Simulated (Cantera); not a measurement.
A perfectly stirred reactor is fed with CH4 : O2 : N2 = 0.73 : 3.92 : 14.7 (molar parts), at 225 Torr; it is adiabatic with a 625 K inlet, and is followed from long to short residence time, starting on the burning branch (τ in s: 0.039, 0.022, 0.013, 0.0072, 0.0041, 0.0024, 0.0013, 0.00077, 0.00044, 0.00025, 0.00014, 8.2e-05, 4.7e-05).

Cantera simulation using GRI-Mech 3.0 (53 species, 325 reactions); the numbers are that mechanism's predictions, not measurements.

**Question.** Predict: blow-out, bracketed by the residence times tried; x(CH4) at τ = 39.0 ms; x(O2) at τ = 39.0 ms; x(HCO) at τ = 39.0 ms; x(NO2) at τ = 39.0 ms; x(CH2CO) at τ = 39.0 ms; x(CH4) at τ = 1.30 ms; x(O2) at τ = 1.30 ms; x(HCO) at τ = 1.30 ms; x(CH2CO) at τ = 1.30 ms.

**Answer.** 
* **blow-out, bracketed by the residence times tried**: burning at 1.30 ms, out at 0.770 ms
* **x(CH4) at τ = 39.0 ms**: 5.85e-5
* **x(O2) at τ = 39.0 ms**: 0.127
* **x(HCO) at τ = 39.0 ms**: 8.93e-8
* **x(NO2) at τ = 39.0 ms**: 1.39e-9
* **x(CH2CO) at τ = 39.0 ms**: 2.98e-9
* **x(CH4) at τ = 1.30 ms**: 0.00109
* **x(O2) at τ = 1.30 ms**: 0.134
* **x(HCO) at τ = 1.30 ms**: 2.61e-6
* **x(CH2CO) at τ = 1.30 ms**: 1.43e-7
